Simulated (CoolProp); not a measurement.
Properties of isobutene along the isotherm 172.45 °C (Tc = 144.9 °C, pc = 40.16 bar, ω = 0.193).

The numbers come from the reference Helmholtz-energy equation of state, Lemmon 2005 in CoolProp. It is a short technical equation, of lower accuracy than the large ones.

```json
[
 {"p (bar)": "0.317", "phase": "gas", "density (kg/m³)": "0.4811", "cp (kJ/(kg K))": "2.149", "speed of sound (m/s)": "265.8", "expansivity (1/kK)": "2.261", "fugacity coefficient": "0.9978"},
 {"p (bar)": "0.602", "phase": "gas", "density (kg/m³)": "0.9155", "cp (kJ/(kg K))": "2.151", "speed of sound (m/s)": "265.4", "expansivity (1/kK)": "2.276", "fugacity coefficient": "0.9958"},
 {"p (bar)": "1.14", "phase": "gas", "density (kg/m³)": "1.740", "cp (kJ/(kg K))": "2.155", "speed of sound (m/s)": "264.5", "expansivity (1/kK)": "2.304", "fugacity coefficient": "0.9920"},
 {"p (bar)": "2.16", "phase": "gas", "density (kg/m³)": "3.322", "cp (kJ/(kg K))": "2.163", "speed of sound (m/s)": "262.9", "expansivity (1/kK)": "2.360", "fugacity coefficient": "0.9849"},
 {"p (bar)": "4.1", "phase": "gas", "density (kg/m³)": "6.396", "cp (kJ/(kg K))": "2.179", "speed of sound (m/s)": "259.7", "expansivity (1/kK)": "2.473", "fugacity coefficient": "0.9714"},
 {"p (bar)": "7.77", "phase": "gas", "density (kg/m³)": "12.47", "cp (kJ/(kg K))": "2.211", "speed of sound (m/s)": "253.5", "expansivity (1/kK)": "2.713", "fugacity coefficient": "0.9461"},
 {"p (bar)": "14.7", "phase": "gas", "density (kg/m³)": "25.03", "cp (kJ/(kg K))": "2.289", "speed of sound (m/s)": "241.0", "expansivity (1/kK)": "3.285", "fugacity coefficient": "0.8988"},
 {"p (bar)": "27.9", "phase": "gas", "density (kg/m³)": "54.70", "cp (kJ/(kg K))": "2.534", "speed of sound (m/s)": "214.1", "expansivity (1/kK)": "5.149", "fugacity coefficient": "0.8105"},
 {"p (bar)": "53", "phase": "supercritical", "density (kg/m³)": "175.3", "cp (kJ/(kg K))": "5.233", "speed of sound (m/s)": "156.9", "expansivity (1/kK)": "25.17", "fugacity coefficient": "0.6457"},
 {"p (bar)": "100", "phase": "supercritical", "density (kg/m³)": "382.8", "cp (kJ/(kg K))": "3.372", "speed of sound (m/s)": "340.6", "expansivity (1/kK)": "6.097", "fugacity coefficient": "0.4316"}
]
```

The peak of cp marks the crossing from liquid-like to gas-like fluid above the critical point.
